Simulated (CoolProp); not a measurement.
Saturation properties of R1234ze(Z) (Tc = 150.1 °C, pc = 35.31 bar, ω = 0.327).

Values from CoolProp's reference Helmholtz-energy equation of state, Akasaka 2019.

```json
[
 {"T (°C)": "32.95", "p (bar)": "2.317", "vapour Z": "0.9129", "surface tension (mN/m)": "11.8"},
 {"T (°C)": "41.55", "p (bar)": "3.041", "vapour Z": "0.8956", "surface tension (mN/m)": "10.8"},
 {"T (°C)": "50.15", "p (bar)": "3.926", "vapour Z": "0.8763", "surface tension (mN/m)": "9.73"},
 {"T (°C)": "58.75", "p (bar)": "4.997", "vapour Z": "0.8548", "surface tension (mN/m)": "8.72"},
 {"T (°C)": "67.35", "p (bar)": "6.276", "vapour Z": "0.8310", "surface tension (mN/m)": "7.73"},
 {"T (°C)": "76.05", "p (bar)": "7.809", "vapour Z": "0.8044", "surface tension (mN/m)": "6.75"},
 {"T (°C)": "84.65", "p (bar)": "9.586", "vapour Z": "0.7754", "surface tension (mN/m)": "5.80"},
 {"T (°C)": "93.25", "p (bar)": "11.65", "vapour Z": "0.7434", "surface tension (mN/m)": "4.89"},
 {"T (°C)": "101.85", "p (bar)": "14.04", "vapour Z": "0.7080", "surface tension (mN/m)": "4.00"}
]
```

It boils at 9.7 °C under 1 atm.

Surface tension comes from a separate correlation (Kondou 2015).
